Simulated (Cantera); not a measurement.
Input (Python, Cantera) and output of one run.

```python
import numpy as np
import cantera as ct

gas_names = """
    Fe FeO Fe(OH)2 H HO2 H2 H2O H2O2 H2S H2SO4 O OH O2 O3 S SH SO SO2 SO3 S2 S2O S8
""".split()
cond_names = """
    Fe(a) Fe(c) Fe(d) Fe(L) FeO(s) FeO(L) Fe(OH)2(s) Fe(OH)3(s) FeS(a) FeS(b) FeS(c) FeS(L) FeSO4(s)
    FeS2(s) Fe2O3(s) Fe2S3O12(s) Fe3O4(s) H2O(s) H2O(L) H2SO4(L) S(cr1) S(cr2) S(L)
""".split()


def load(file, names, dense=False):
    # The tables refer to 1 bar. Condensed volumes are neglected.
    table = {s.name: s for s in ct.Species.list_from_file(file)}
    out = []
    for n in names:
        d = dict(table[n].input_data)
        d["thermo"] = dict(d["thermo"], **{"reference-pressure": 1e5})
        if dense:
            d["equation-of-state"] = {"model": "constant-volume", "density": "1e6 g/cm^3"}
        out.append(ct.Species.from_dict(d))
    return out


gas = ct.Solution(thermo="ideal-gas", species=load("nasa_gas.yaml", gas_names))
cond = {s.name: ct.Solution(thermo="fixed-stoichiometry", species=[s], name=s.name)
        for s in load("nasa_condensed.yaml", cond_names, dense=True)}
atoms = {
    'FeS2': {'Fe': 1, 'S': 2},
    'H2S': {'H': 2, 'S': 1},
    'H2O': {'H': 2, 'O': 1},
}
top_T = {'FeSO4(s)': 950, 'FeS2(s)': 1010, 'Fe2O3(s)': 1830, 'Fe2S3O12(s)': 1100, 'Fe3O4(s)': 1870}  # K; cautious upper limits of use, not melting points


def equilibrate(T, P, feed):
    n = {}
    for name, mol in feed.items():
        for a, k in atoms[name].items():
            n[a] = n.get(a, 0.0) + k * mol
    gas.TPX = T, P, n
    mass = sum(n.values()) * gas.mean_molecular_weight
    gas.equilibrate("TP")
    valid = [c for c in cond.values() if c.min_temp <= T <= top_T.get(c.name, c.max_temp)]
    mix = ct.Mixture([(gas, mass / gas.mean_molecular_weight)] + [(c, 0.0) for c in valid])
    mix.T, mix.P = T, P
    mix.equilibrate("TP", solver="vcs", rtol=1e-11, max_steps=5000)
    return mix


results = []
feed = {'FeS2': 1, 'H2S': 2.7, 'H2O': 0.24}  # mol
T = 1648  # K
for P in [1000, 4600, 21000, 96000, 440000, 2000000]:
    mix = equilibrate(T, P, feed)
    results.append((T, P, feed, dict(zip(mix.species_names, mix.species_moles))))
    x = sorted(zip(gas.X, gas.species_names), reverse=True)
    print(f"T = {T:g} K  P = {P:g} Pa  gas = {mix.phase_moles(0):.4g} mol")
    print("   x: " + "  ".join(f"{s} {v:.3e}" for v, s in x if v > 0.001))
    print("   condensed (mol): " + ("  ".join(f"{mix.phase(i).name} {mix.phase_moles(i):.4g}"
          for i in range(1, mix.n_phases) if mix.phase_moles(i) > 1e-12) or "none"))
```

Output:

```
T = 1648 K  P = 1000 Pa  gas = 4.661 mol
   x: H2 5.161e-01  S2 3.604e-01  H2S 5.860e-02  H2O 4.979e-02  SH 1.192e-02  S 1.167e-03
   condensed (mol): FeS(L) 0.9998
T = 1648 K  P = 4600 Pa  gas = 4.536 mol
   x: H2 4.769e-01  S2 3.447e-01  H2S 1.136e-01  H2O 5.192e-02  SH 1.121e-02
   condensed (mol): FeS(L) 1
T = 1648 K  P = 21000 Pa  gas = 4.351 mol
   x: H2 4.137e-01  S2 3.185e-01  H2S 2.024e-01  H2O 5.449e-02  SH 1.003e-02
   condensed (mol): FeS(L) 1
T = 1648 K  P = 96000 Pa  gas = 4.125 mol
   x: H2 3.279e-01  H2S 3.230e-01  S2 2.825e-01  H2O 5.765e-02  SH 8.411e-03
   condensed (mol): FeS(L) 1
T = 1648 K  P = 440000 Pa  gas = 3.901 mol
   x: H2S 4.560e-01  S2 2.426e-01  H2 2.334e-01  H2O 6.100e-02  SH 6.575e-03
   condensed (mol): FeS(L) 1
T = 1648 K  P = 2e+06 Pa  gas = 3.721 mol
   x: H2S 5.744e-01  S2 2.070e-01  H2 1.493e-01  H2O 6.387e-02  SH 4.858e-03
   condensed (mol): FeS(L) 1
```

Equilibrium computed with Cantera from the NASA thermochemical tables; the gas is ideal and each condensed phase is pure. FeS: taken at fixed stoichiometry.
